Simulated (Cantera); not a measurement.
Charge: 1 mol Si3H8, 140 mol N2, 4.6 mol HCl, at 998.15 K and 0.700 bar.

Equilibrium computed with Cantera from the NASA thermochemical tables; the gas is ideal and each condensed phase is pure. Candidate condensed phases: NH4Cl, Si, Si3N4; 28 gas species. The feed counts by its element totals alone. N2 is the only nitrogen source here; it is nearly inert below about 1500 K, so the nitride shown seldom forms there in practice. Equilibrium is a limit: real reactors are often held back by kinetics, nucleation or transport.

Base state: N2 0.942, HCl 0.0302, H2 0.0279, SiCl4 0.000299 (mole fractions); condensed: Si3N4(s).

Q: What changes in the equilibrium state with this change: N2 from 140 to 24 mol?

A: 
```tsv
species	before	after
N2	0.942	0.723
H2	0.0279	0.141
HCl	0.0302	0.131
SiCl4	0.000299	0.00492
SiHCl3	1.92e-6	3.68e-5
NH3	1.86e-6	1.85e-5
Si3N4(s), mol	0.985	0.949
```
